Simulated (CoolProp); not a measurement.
Cyclohexane along the isobar 1570 kPa: density (kg/m³) from the reference equation and from simpler models built on Tc = 553.6 K, pc = 4081 kPa, ω = 0.209; each cubic takes its own stable root.

Values from CoolProp's reference Helmholtz-energy equation of state, Zhou 2014.

```csv
T (K),phase,reference
474.9,liquid,575.3
493,gas,42.27
511.2,gas,38.94
529.3,gas,36.36
547.4,gas,34.25
565.6,gas,32.46
583.7,gas,30.92
601.9,gas,29.56
620,gas,28.36
```

Question: How far does each simpler model (van der Waals, Soave-Redlich-Kwong) lie from the reference over these 9 states: mean and median of the absolute difference, and the worst?

Answer: 
- van der Waals: mean 12.7 %, median 2.4 %, worst -92.7 % at 474.9 K and 1570 kPa
- Soave-Redlich-Kwong: mean 1.5 %, median 0.3 %, worst -10.8 % at 474.9 K and 1570 kPa

At some of these states van der Waals gives the other phase, because its saturation line lies elsewhere.
